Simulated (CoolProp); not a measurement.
Water along the isobar 68.8 MPa: Z from the reference equation and from simpler models built on Tc = 647.1 K, pc = 22.06 MPa, ω = 0.344; each cubic takes its own stable root.

Computed with CoolProp (reference Helmholtz-energy equation of state, Wagner 2002).

```json
[
 {"T (K)": "352.2", "phase": "liquid", "reference": "0.4229", "van der Waals": "0.8585", "Redlich-Kwong": "0.5919", "Peng-Robinson": "0.5126"},
 {"T (K)": "357.5", "phase": "liquid", "reference": "0.4180", "van der Waals": "0.8487", "Redlich-Kwong": "0.5858", "Peng-Robinson": "0.5069"},
 {"T (K)": "362.9", "phase": "liquid", "reference": "0.4131", "van der Waals": "0.8391", "Redlich-Kwong": "0.5798", "Peng-Robinson": "0.5014"},
 {"T (K)": "368.2", "phase": "liquid", "reference": "0.4085", "van der Waals": "0.8300", "Redlich-Kwong": "0.5742", "Peng-Robinson": "0.4961"},
 {"T (K)": "373.5", "phase": "liquid", "reference": "0.4041", "van der Waals": "0.8212", "Redlich-Kwong": "0.5688", "Peng-Robinson": "0.4911"},
 {"T (K)": "378.9", "phase": "liquid", "reference": "0.3998", "van der Waals": "0.8125", "Redlich-Kwong": "0.5634", "Peng-Robinson": "0.4862"},
 {"T (K)": "384.2", "phase": "liquid", "reference": "0.3957", "van der Waals": "0.8042", "Redlich-Kwong": "0.5584", "Peng-Robinson": "0.4815"},
 {"T (K)": "389.5", "phase": "liquid", "reference": "0.3918", "van der Waals": "0.7962", "Redlich-Kwong": "0.5536", "Peng-Robinson": "0.4770"},
 {"T (K)": "394.9", "phase": "liquid", "reference": "0.3880", "van der Waals": "0.7883", "Redlich-Kwong": "0.5489", "Peng-Robinson": "0.4726"},
 {"T (K)": "400.2", "phase": "liquid", "reference": "0.3844", "van der Waals": "0.7808", "Redlich-Kwong": "0.5444", "Peng-Robinson": "0.4685"},
 {"T (K)": "405.5", "phase": "liquid", "reference": "0.3809", "van der Waals": "0.7736", "Redlich-Kwong": "0.5401", "Peng-Robinson": "0.4645"},
 {"T (K)": "410.8", "phase": "liquid", "reference": "0.3776", "van der Waals": "0.7665", "Redlich-Kwong": "0.5360", "Peng-Robinson": "0.4607"},
 {"T (K)": "416.2", "phase": "liquid", "reference": "0.3743", "van der Waals": "0.7596", "Redlich-Kwong": "0.5320", "Peng-Robinson": "0.4570"},
 {"T (K)": "421.5", "phase": "liquid", "reference": "0.3712", "van der Waals": "0.7530", "Redlich-Kwong": "0.5282", "Peng-Robinson": "0.4535"}
]
```
